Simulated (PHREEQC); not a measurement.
## Hard or scaling water (model solution)

Make-up at 25 °C: 0.025 mmol/kgw BaCl2 and 0.011 mmol/kgw NaF. Closed to the air; pH follows from the charge balance.

Model: ion-association model, wateq4f.dat, run in PHREEQC.

```
Item                      Value
--------------  ---------------
pH                         7.00
ionic strength  8.61e-5 mol/kgw
```

| species | molality | activity | log γ |
|---|---|---|---|
| Cl- | 5.00e-5 | 4.95e-5 | -0.005 |
| Ba+2 | 2.50e-5 | 2.39e-5 | -0.019 |
| F- | 1.10e-5 | 1.09e-5 | -0.005 |
| Na+ | 1.10e-5 | 1.09e-5 | -0.005 |
| OH- | 1.02e-7 | 1.01e-7 | -0.005 |
| H+ | 1.00e-7 | 9.93e-8 | -0.005 |

This is a speciation only: nothing precipitates in the calculation.
